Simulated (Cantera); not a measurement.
An isothermal, constant-pressure homogeneous reactor starts with NH₃ : H₂ : N₂ = 1 : 0.72 : 0.031 (molar parts), at 1650 K and 20.0 Torr.

Computed with Cantera and the gas-phase N/H chemistry of the illustrative SiF4/NH3 mechanism in the Surface Chemkin manual (1991). Walls and surfaces, which speed up NH3 decomposition in real reactors, are not modelled.

x: mole fraction; the columns are a selection and need not sum to one.

```csv
t (s),x NH₃,x H₂,x N,x NH,x H,x N₂H₄
6.00e-5,0.571,0.411,<1e-12,<1e-12,4.66e-8,<1e-12
0.000175,0.571,0.411,<1e-12,5.86e-12,1.28e-7,<1e-12
0.000513,0.571,0.411,<1e-12,6.31e-11,(withheld),<1e-12
0.00150,0.571,0.411,<1e-12,5.86e-10,1.06e-6,4.83e-12
0.00438,0.571,0.411,1.46e-11,5.14e-9,3.09e-6,4.35e-11
0.0128,0.571,0.411,3.65e-10,4.37e-8,9.00e-6,3.75e-10
0.0375,0.571,0.411,7.82e-9,3.42e-7,2.54e-5,2.99e-9
0.110,0.570,0.412,4.39e-8,1.10e-6,4.62e-5,9.85e-9
0.320,0.567,0.414,4.76e-8,1.16e-6,4.78e-5,1.03e-8
0.936,0.558,0.420,4.77e-8,1.16e-6,4.88e-5,1.01e-8
2.74,0.534,0.437,4.82e-8,1.14e-6,5.15e-5,9.54e-9
8.00,0.471,0.480,4.93e-8,1.10e-6,5.90e-5,8.07e-9
23.4,0.340,0.571,5.05e-8,9.95e-7,7.79e-5,5.17e-9
68.4,(withheld),(withheld),4.91e-8,(withheld),(withheld),(withheld)
200,0.0368,0.781,4.07e-8,4.01e-7,0.000203,2.18e-10
```

Problem. What belongs in the gaps?

Solution. 
- 0.000513, x H: 3.66e-7
- 68.4, x NH₃: 0.160
- 68.4, x H₂: 0.696
- 68.4, x NH: 7.50e-7
- 68.4, x H: 0.000119
- 68.4, x N₂H₄: 1.81e-9
